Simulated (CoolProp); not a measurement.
Saturation properties of toluene.

Model: reference Helmholtz-energy equation of state, Lemmon 2006, in CoolProp. It is a short technical equation, of lower accuracy than the large ones.

| T (K) | p (kPa) | surface tension (mN/m) | liquid viscosity (µPa s) | liquid conductivity (mW/(m K)) |
|---|---|---|---|---|
| 372.1 | 71.91 | 19.2 | 272 | 110 |
| 376.7 | 82.59 | 18.7 | 262 | 109 |
| 381.4 | ? | 18.1 | 253 | 108 |
| 386 | 108.0 | ? | 245 | 107 |
| 390.7 | 122.9 | 17.1 | 236 | ? |
| 395.3 | 139.1 | 16.6 | 229 | 104 |
| 400 | ? | 16.1 | 221 | 103 |
| 404.7 | 177.3 | 15.6 | 214 | 102 |
| 409.3 | 198.7 | 15.1 | 208 | 101 |
| 414 | ? | 14.6 | 201 | 99.9 |
| 418.6 | 248.0 | 14.1 | 195 | 98.8 |
| 423.3 | 276.3 | 13.6 | 189 | 97.8 |

Complete the blanks.


- 381.4, p (kPa): 94.75
- 386, surface tension (mN/m): 17.6
- 390.7, liquid conductivity (mW/(m K)): 105
- 400, p (kPa): 157.3
- 414, p (kPa): 222.6

It boils at 383.7 K under 1 atm.

Viscosity comes from a separate model (Avgeri 2015). Thermal conductivity comes from a separate model (Assael 2012). Surface tension comes from a separate correlation (Mulero 2012).
